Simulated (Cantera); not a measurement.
An adiabatic, constant-pressure homogeneous reactor starts with CO : H2 : CH4 : O2 : N2 = 1 : 0.55 : 0.38 : 3.8 : 14.3 (molar parts), at 1525 K and 150000 Pa.

Computed with Cantera and GRI-Mech 3.0 (53 species, 325 reactions).

x: mole fraction; the columns are a selection and need not sum to one.

```csv
t (s),T (K),x CO,x H2,x CH4,x O,x C2H6,x H
1.00e-6,1525,0.0499,0.0275,0.0190,5.14e-8,<1e-12,…
4.27e-6,1525,0.0499,0.0275,0.0190,3.30e-7,5.04e-11,…
1.82e-5,1525,0.0499,0.0273,0.0188,2.58e-5,1.45e-6,…
7.77e-5,2096,0.0196,0.00344,<1e-12,0.0175,<1e-12,…
0.000331,2372,0.00619,0.000957,<1e-12,0.00430,<1e-12,…
0.00141,2412,0.00371,0.000587,<1e-12,0.00259,<1e-12,0.000336
0.00603,2408,0.00365,0.000579,<1e-12,0.00253,<1e-12,0.000328
0.0257,2398,0.00350,0.000558,<1e-12,0.00236,<1e-12,0.000307
0.110,2391,0.00339,0.000542,<1e-12,0.00225,<1e-12,0.000292
0.469,2391,0.00338,0.000542,<1e-12,0.00225,<1e-12,0.000291
2.00,2391,0.00338,0.000542,<1e-12,0.00225,<1e-12,0.000291
```

**Question.** What belongs in the gaps?

**Answer.** 
- 1.00e-6, x H: 5.71e-8
- 4.27e-6, x H: 3.52e-7
- 1.82e-5, x H: 3.05e-5
- 7.77e-5, x H: 0.00677
- 0.000331, x H: 0.000728
